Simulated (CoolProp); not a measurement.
The fluid at 351.1 K and 2.4 MPa flows at 0.73 m/s in a round tube of 6 mm bore and 15 µm roughness, fully developed (64/Re and Nu = 3.66 if laminar; Colebrook and Gnielinski if turbulent). The same conditions are run with several fluids, on thermodynamics alone (safety and materials aside).

Computed with CoolProp (reference Helmholtz-energy equation of state of each fluid (sulfur hexafluoride: Guder 2009; C2F6 (R116): Lemmon 2006; R407C: Lemmon 2003; ethane: Bücker 2006; oxygen: Schmidt 1985)). Blends and air are pseudo-pure fits.

| fluid | Reynolds number | Darcy friction factor | pressure drop (Pa/m) | heat-transfer coefficient (W/(m² K)) | mass flow (kg/h) |
|---|---|---|---|---|---|
| sulfur hexafluoride | 33300 | 0.0287 | 185 | 338 | 10.8 |
| C2F6 (R116) | 31700 | 0.0289 | 171 | 346 | 9.89 |
| R407C | 25500 | 0.0296 | 124 | 309 | 7.00 |
| ethane | 10600 | 0.0341 | 42.2 | 190 | 2.07 |
| oxygen | 4860 | 0.0404 | 47.4 | 89.2 | 1.96 |

Above 300 K oxygen's equation is extrapolated.

Transport values come from each fluid's own correlations; those of C2F6 (R116) are estimates that may be off by 10 % or more.
